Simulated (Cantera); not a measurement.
Charge: 1 mol trisilylamine, a varied amount of NH₃, held at 5.30 mbar.

Cantera equilibrium calculation (NASA polynomials, part measured and part estimated; ideal gas, pure solids and liquids). Candidate condensed phases: Si, Si₃N₄; 18 gas species. The feed counts by its element totals alone. Mutual solubility and eutectic melting of coexisting phases are not modelled. Kinetics and transport are ignored.

Stable condensed phases, one row left out:

```
T in °C \ n(NH₃) in mol
         1.2 2.2 3.1 4.1   5   6 6.9 7.9 8.8
   1652    A   A   A   A   A   A   A   A   A
   1577    A   A   A   A   A   A   A   A   A
   1502    A   A   A   A   A   A   A   A   A
   1427    A   A   A   A   A   A   A   A   A
   1352    B   B   B   B   B   C   C   C   C
   1277    B   B   B   C   C   C   C   C   C
   1127    B   B   C   C   C   C   C   C   C
   1052    B   B   C   C   C   C   C   C   C
    977    B   B   C   C   C   C   C   C   C
    902    B   B   C   C   C   C   C   C   C
    827    B   B   C   C   C   C   C   C   C
```

A: Si; B: Si + Si₃N₄; C: Si₃N₄.

Question: Give the row for 1202 °C.

Answer: 1.2: Si + Si₃N₄; 2.2: Si + Si₃N₄; 3.1: Si₃N₄; 4.1: Si₃N₄; 5: Si₃N₄; 6: Si₃N₄; 6.9: Si₃N₄; 7.9: Si₃N₄; 8.8: Si₃N₄.
